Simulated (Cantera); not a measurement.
What does this Cantera script print?

```python
import numpy as np
import cantera as ct

gas_names = """
    C CN CO CO2 C2 CCN CNC C2N2 C2O C3 C3O2 C4 C4N2 C5 Fe FeC5O5 FeO N NCO NO NO2 NO3 N2 N2O O O2 O3
""".split()
cond_names = """
    C(gr) Fe(a) Fe(c) Fe(d) Fe(L) FeC5O5(L) FeO(s) FeO(L) Fe2O3(s) Fe3O4(s)
""".split()


# ... load() reads the species with a 1 bar reference pressure and builds the phases ...
atoms = {
    'Fe3O4': {'Fe': 3, 'O': 4},
    'C': {'C': 1},
    'N2': {'N': 2},
}
top_T = {'C(gr)': 4500, 'Fe2O3(s)': 1830, 'Fe3O4(s)': 1870}  # K; cautious upper limits of use, not melting points


# ... equilibrate(T, P, feed) seeds the gas with the atoms and calls Mixture.equilibrate('TP', solver="vcs", rtol=1e-11, max_steps=5000) ...
results = []
T = 1098.15  # K
P = 45  # Pa
for m in [1.6, 2, 2.4, 2.9, 3.5, 4.2, 5.1, 6.2, 7.4, 9, 11, 13, 16]:
    feed = {'Fe3O4': 1, 'C': 0.38, 'N2': m}  # mol
    mix = equilibrate(T, P, feed)
    results.append((T, P, feed, dict(zip(mix.species_names, mix.species_moles))))
    x = sorted(zip(gas.X, gas.species_names), reverse=True)
    print(f"T = {T:g} K  P = {P:g} Pa  n(N2) = {m:g} mol  gas = {mix.phase_moles(0):.4g} mol")
    print("   x: " + "  ".join(f"{s} {v:.3e}" for v, s in x if v > 1e-06))
    print("   condensed (mol): " + ("  ".join(f"{mix.phase(i).name} {mix.phase_moles(i):.4g}"
          for i in range(1, mix.n_phases) if mix.phase_moles(i) > 1e-12) or "none"))
```

Output:

```
T = 1098.15 K  P = 45 Pa  n(N2) = 1.6 mol  gas = 1.98 mol
   x: N2 8.081e-01  CO2 1.818e-01  CO 1.007e-02
   condensed (mol): FeO(s) 2.22  Fe3O4(s) 0.2599
T = 1098.15 K  P = 45 Pa  n(N2) = 2 mol  gas = 2.38 mol
   x: N2 8.403e-01  CO2 1.513e-01  CO 8.377e-03
   condensed (mol): FeO(s) 2.22  Fe3O4(s) 0.2599
T = 1098.15 K  P = 45 Pa  n(N2) = 2.4 mol  gas = 2.78 mol
   x: N2 8.633e-01  CO2 1.295e-01  CO 7.172e-03
   condensed (mol): FeO(s) 2.22  Fe3O4(s) 0.2599
T = 1098.15 K  P = 45 Pa  n(N2) = 2.9 mol  gas = 3.28 mol
   x: N2 8.841e-01  CO2 1.098e-01  CO 6.078e-03
   condensed (mol): FeO(s) 2.22  Fe3O4(s) 0.2599
T = 1098.15 K  P = 45 Pa  n(N2) = 3.5 mol  gas = 3.88 mol
   x: N2 9.021e-01  CO2 9.280e-02  CO 5.139e-03
   condensed (mol): FeO(s) 2.22  Fe3O4(s) 0.2599
T = 1098.15 K  P = 45 Pa  n(N2) = 4.2 mol  gas = 4.58 mol
   x: N2 9.170e-01  CO2 7.862e-02  CO 4.353e-03
   condensed (mol): FeO(s) 2.22  Fe3O4(s) 0.2599
T = 1098.15 K  P = 45 Pa  n(N2) = 5.1 mol  gas = 5.48 mol
   x: N2 9.307e-01  CO2 6.570e-02  CO 3.638e-03
   condensed (mol): FeO(s) 2.22  Fe3O4(s) 0.2599
T = 1098.15 K  P = 45 Pa  n(N2) = 6.2 mol  gas = 6.58 mol
   x: N2 9.422e-01  CO2 5.472e-02  CO 3.030e-03
   condensed (mol): FeO(s) 2.22  Fe3O4(s) 0.2599
T = 1098.15 K  P = 45 Pa  n(N2) = 7.4 mol  gas = 7.78 mol
   x: N2 9.512e-01  CO2 4.628e-02  CO 2.563e-03
   condensed (mol): FeO(s) 2.22  Fe3O4(s) 0.2599
T = 1098.15 K  P = 45 Pa  n(N2) = 9 mol  gas = 9.38 mol
   x: N2 9.595e-01  CO2 3.839e-02  CO 2.126e-03
   condensed (mol): FeO(s) 2.22  Fe3O4(s) 0.2599
T = 1098.15 K  P = 45 Pa  n(N2) = 11 mol  gas = 11.38 mol
   x: N2 9.666e-01  CO2 3.164e-02  CO 1.752e-03
   condensed (mol): FeO(s) 2.22  Fe3O4(s) 0.2599
T = 1098.15 K  P = 45 Pa  n(N2) = 13 mol  gas = 13.38 mol
   x: N2 9.716e-01  CO2 2.691e-02  CO 1.490e-03
   condensed (mol): FeO(s) 2.22  Fe3O4(s) 0.2599
T = 1098.15 K  P = 45 Pa  n(N2) = 16 mol  gas = 16.38 mol
   x: N2 9.768e-01  CO2 2.198e-02  CO 1.217e-03
   condensed (mol): FeO(s) 2.22  Fe3O4(s) 0.2599
```

Equilibrium computed with Cantera from the NASA thermochemical tables; the gas is ideal and each condensed phase is pure. Mutual solubility and eutectic melting of coexisting phases are not modelled. The tables' stoichiometric FeO is somewhat more stable than real wüstite, so its field is too wide. FeO: taken at fixed stoichiometry.
